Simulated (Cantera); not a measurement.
A perfectly stirred reactor is fed with C2H4 : H2 = 1 : 6.2 (molar parts), at 7.28 Torr; it is held at 1375 K, and followed from long to short residence time.

Model: GRI-Mech 3.0 (53 species, 325 reactions), integrated in Cantera. GRI-Mech 3.0 was tuned for natural gas; its chemistry of ethylene as a main component is partial and can be far from experiment. GRI-Mech 3.0 stops at C3 and has no aromatics, soot or wall deposition, so with more carbon than oxygen in the feed, carbon stays in small species such as C2H2 where larger ones or solid carbon would form. Radical loss at walls, strong at low pressure, is not modelled.

Problem. Predict: x(C2H4) at τ = 1.50 s; x(H2) at τ = 1.50 s; x(C2H6) at τ = 1.50 s; x(CH4) at τ = 1.50 s; x(C2H4) at τ = 42.0 ms; x(H2) at τ = 42.0 ms; x(C2H6) at τ = 42.0 ms; x(CH4) at τ = 42.0 ms.

Solution. 
* **x(C2H4) at τ = 1.50 s**: 0.0867
* **x(H2) at τ = 1.50 s**: 0.867
* **x(C2H6) at τ = 1.50 s**: 5.52e-6
* **x(CH4) at τ = 1.50 s**: 0.000141
* **x(C2H4) at τ = 42.0 ms**: 0.138
* **x(H2) at τ = 42.0 ms**: 0.861
* **x(C2H6) at τ = 42.0 ms**: 1.25e-7
* **x(CH4) at τ = 42.0 ms**: 7.95e-8
